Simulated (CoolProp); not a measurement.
The fluoroketone C6F12O (FK-5-1-12) along the isobar 0.508 MPa: density (kg/m³) from the reference equation and from simpler models built on Tc = 441.8 K, pc = 1.869 MPa, ω = 0.471; each cubic takes its own stable root.

The numbers come from the reference Helmholtz-energy equation of state, McLinden 2015 in CoolProp.

| T (K) | phase | reference | van der Waals | Redlich-Kwong | Soave-Redlich-Kwong | Peng-Robinson |
|---|---|---|---|---|---|---|
| 210.3 | liquid | 1848 | 1072 | 1591 | 1654 | 1856 |
| 215.9 | liquid | 1833 | 1065 | 1579 | 1644 | 1846 |
| 221.4 | liquid | 1818 | 1057 | 1567 | 1635 | 1836 |
| 227 | liquid | 1803 | 1050 | 1555 | 1625 | 1826 |
| 232.6 | liquid | 1788 | 1043 | 1542 | 1615 | 1815 |
| 238.1 | liquid | 1774 | 1035 | 1530 | 1605 | 1804 |
| 243.7 | liquid | 1758 | 1027 | 1517 | 1594 | 1793 |
| 249.3 | liquid | 1743 | 1019 | 1503 | 1583 | 1781 |
| 254.9 | liquid | 1728 | 1011 | 1489 | 1571 | 1769 |
| 260.4 | liquid | 1713 | 1003 | 1476 | 1559 | 1756 |
| 266 | liquid | 1697 | 994.5 | 1461 | 1547 | 1743 |
| 271.6 | liquid | 1681 | 985.8 | 1447 | 1534 | 1729 |
